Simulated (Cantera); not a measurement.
A freely propagating, adiabatic, planar premixed flame of 29.1 % CO, 4.66 % H2, 1.72 % CH4, 13.5 % O2, 51.0 % N2, unburnt at 625 K and 4280 Torr; multicomponent transport, grid criteria slope 0.08 and curve 0.16, no radiation.

Detailed kinetics in Cantera: GRI-Mech 3.0 (53 species, 325 reactions). Burning velocities carry a grid error of a few per cent, more on coarse grids.

x: mole fraction of selected species; z is measured from the peak of heat release.

```tsv
z (mm)	T (K)	u (m/s)	x CO	x H2	x CH4	x CH3	x H2O2	x NO
-0.191	625	2.21	0.291	0.0465	0.0172	<1e-8	<1e-8	<1e-8
-0.127	625	2.21	0.291	0.0462	0.0172	<1e-8	?	<1e-8
-0.0956	625	2.21	0.292	0.0454	0.0172	<1e-8	1.34e-7	<1e-8
-0.0637	629	2.21	0.292	0.0433	0.0172	7.93e-8	1.93e-6	<1e-8
-0.0319	722	2.52	0.292	0.0359	0.0164	9.36e-6	4.99e-5	9.98e-8
-0.0159	1044	3.63	0.282	0.0282	0.0124	0.000109	6.99e-5	8.91e-7
0	1497	5.15	0.259	0.0190	0.00409	0.000278	7.20e-6	4.02e-6
0.0159	1781	6.03	0.226	0.0121	0.000319	5.59e-5	1.55e-6	1.10e-5
0.0319	1930	6.44	0.198	0.0104	1.12e-5	3.07e-6	9.59e-7	2.00e-5
0.0637	2092	6.86	0.173	0.0110	1.61e-8	<1e-8	5.49e-7	3.62e-5
0.127	2239	7.27	0.161	0.0110	<1e-8	<1e-8	3.28e-7	5.86e-5
0.255	2358	7.59	0.154	0.0102	<1e-8	<1e-8	2.04e-7	8.69e-5
0.510	2443	7.82	0.148	0.00956	<1e-8	<1e-8	?	?
```

**Question.** Complete the blanks.

**Answer.** 
- -0.127, x H2O2: 1.33e-8
- 0.510, x H2O2: 1.24e-7
- 0.510, x NO: 0.000122
